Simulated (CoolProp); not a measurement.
R407C along the isobar 25.6 MPa: Z from the reference equation and from simpler models built on Tc = 359.3 K, pc = 4.632 MPa, ω = 0.363; each cubic takes its own stable root.

Computed with CoolProp (reference Helmholtz-energy equation of state, Lemmon 2003). It is a pseudo-pure fit of the blend.

```json
[
 {"T (K)": "246.6", "phase": "liquid", "reference": "0.7752"},
 {"T (K)": "274.8", "phase": "liquid", "reference": "0.7345"},
 {"T (K)": "302.9", "phase": "liquid", "reference": "0.7072"},
 {"T (K)": "331.1", "phase": "liquid", "reference": "0.6916"},
 {"T (K)": "359.2", "phase": "liquid", "reference": "0.6874"},
 {"T (K)": "387.4", "phase": "supercritical", "reference": "0.6949"},
 {"T (K)": "415.5", "phase": "supercritical", "reference": "0.7142"},
 {"T (K)": "443.7", "phase": "supercritical", "reference": "0.7446"},
 {"T (K)": "471.8", "phase": "supercritical", "reference": "0.7834"},
 {"T (K)": "500", "phase": "supercritical", "reference": "0.8264"}
]
```

Q: How far does each simpler model (Redlich-Kwong, Soave-Redlich-Kwong, Peng-Robinson) lie from the reference over these 10 states: mean and median of the absolute difference, and the worst?

A: 
- Redlich-Kwong: mean 9.2 %, median 10.8 %, worst +14.3 % at 246.6 K and 25.6 MPa
- Soave-Redlich-Kwong: mean 12.4 %, median 12.1 %, worst +14.8 % at 471.8 K and 25.6 MPa
- Peng-Robinson: mean 3.0 %, median 1.8 %, worst +6.5 % at 500 K and 25.6 MPa
